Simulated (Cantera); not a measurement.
Feed: 1 mol CH3OH, 0.047 mol CO2, 84 mol H2, at 502 °C and 7200 Torr.

Cantera equilibrium calculation (NASA polynomials, part measured and part estimated; ideal gas, pure solids and liquids). Candidate condensed phases: C, C6H6, C7H8, C8H18, H2O; 110 gas species. Equilibrium is a limit: real reactors are often held back by kinetics, nucleation or transport.

Base state: H2 0.975, H2O 0.0129, CH4 0.0123 (mole fractions); condensed: gas only.

Q: What changes in the equilibrium state with this change: temperature from 502 °C to 1125 °C?

A: 
```tsv
species	before	after
H2	0.975	0.984
CO	2.01e-8	0.00878
H2O	0.0129	0.00384
CH4	0.0123	0.00331
CO2	1.34e-9	1.58e-5
```

Q: What changes in the equilibrium state with this change: temperature from 502 °C to 1977 °C?

A: 
```tsv
species	before	after
H2	0.975	0.985
CO	2.01e-8	0.0120
H	<1e-9	0.00238
H2O	0.0129	0.000561
CH4	0.0123	2.17e-5
```

Q: What changes in the equilibrium state with this change: CH3OH replaced by C3H6?

A: 
| species | before | after |
|---|---|---|
| H2 | 0.975 | 0.963 |
| CH4 | 0.0123 | 0.0363 |
| H2O | 0.0129 | 0.00112 |
